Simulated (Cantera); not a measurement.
A closed system holds: 1 mol CH3SiCl3, 0.02 mol HCl, 38 mol H2, at 19000 Pa.

Method: chemical equilibrium by Gibbs-energy minimisation in Cantera with the NASA 1993 tables (ideal gas, pure condensed phases). Candidate condensed phases: C, C6H6, C7H8, C8H18, Si, SiC; 109 gas species. The feed counts by its element totals alone. The tables' values for SiCl3, SiCl are old estimates; treat these amounts as uncertain. Gases not in the tables: Si2H6 and higher silanes. Rates play no part.

x: gas mole fraction; n: condensed amount in mol.

```csv
T (°C),x H2,x HCl,x CH4,x SiCl4,x H,x SiCl2,n SiC(s),n C(graphite)
650,0.946,0.0310,0.0114,0.0102,5.46e-10,9.55e-7,0.545,0
750,0.935,0.0541,0.00527,0.00455,9.19e-9,6.25e-6,0.786,0
850,0.929,0.0671,0.00181,0.00139,9.42e-8,2.78e-5,0.926,0
950,0.927,0.0715,[?],[?],[?],[?],0.973,0
1050,0.927,0.0727,0.000351,8.09e-5,3.50e-6,0.000164,0.986,0
1150,0.926,0.0730,0.000272,1.61e-5,1.47e-5,0.000210,0.989,0
1250,0.926,0.0731,[?],[?],[?],[?],0.990,0
1350,0.926,0.0731,0.000216,9.44e-7,0.000153,0.000256,0.989,0
1450,0.926,0.0729,0.000164,3.50e-7,0.000403,0.000331,0.986,0.000285
1550,0.926,0.0726,0.000112,1.64e-7,0.000956,0.000471,0.980,0
1650,0.925,0.0720,7.43e-5,8.88e-8,0.00208,0.000690,0.971,0
1750,0.923,0.0712,5.02e-5,5.14e-8,0.00419,0.000985,0.957,0
1850,0.919,0.0701,3.53e-5,3.06e-8,0.00789,0.00133,0.935,0
```

Q: Some entries are withheld; supply them.

A: 
- 1250, x CH4: 0.000246
- 1250, x SiCl4: 3.48e-6
- 1250, x H: 5.10e-5
- 1250, x SiCl2: 0.000229
- 950, x CH4: 0.000662
- 950, x SiCl4: 0.000362
- 950, x H: 6.64e-7
- 950, x SiCl2: 8.51e-5
